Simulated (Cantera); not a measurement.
# C₂F₆ + H₂ (fluorocarbon and chlorocarbon gases)

Charge: 1 mol C₂F₆, 0.67 mol H₂, held at 0.660 bar.

Equilibrium computed with Cantera from the NASA thermochemical tables; the gas is ideal and each condensed phase is pure. Candidate condensed phases: C, C₆H₆, C₇H₈, C₈H₁₈; 95 gas species. The feed counts by its element totals alone. The tables' values for C₂F₄ are old estimates; treat these amounts as uncertain. Gases not in the tables: C₂F₆ and larger saturated fluorocarbons. Kinetics and transport are ignored.

| T (K) | x HF | x CF₂ | x F | x CF₄ | x CF₃ | x CF | n C(graphite) |
|---|---|---|---|---|---|---|---|
| 2575 | 0.434 | 0.251 | 0.0746 | 0.217 | 0.0206 | 0.00304 | 0.482 |
| 2625 | 0.416 | 0.288 | 0.0939 | 0.177 | 0.0216 | 0.00442 | 0.419 |
| 2675 | 0.397 | 0.320 | 0.116 | 0.138 | 0.0217 | 0.00625 | 0.358 |
| 2725 | 0.380 | 0.347 | 0.140 | 0.104 | 0.0210 | 0.00861 | 0.305 |
| 2775 | 0.363 | 0.364 | 0.166 | 0.0747 | 0.0196 | 0.0116 | 0.266 |
| 2825 | 0.349 | 0.373 | 0.194 | 0.0518 | 0.0176 | 0.0152 | 0.243 |
| 2875 | 0.336 | 0.372 | 0.222 | 0.0347 | 0.0154 | 0.0195 | 0.238 |
x: gas mole fraction; n: condensed amount in mol.

From 2575 K to 2875 K the condensed part is C(graphite). The main C-bearing gas is CF₂ throughout. The share of C in condensed phases is highest at 2575 K (24.1 %) and lowest at 2875 K (11.9 %).
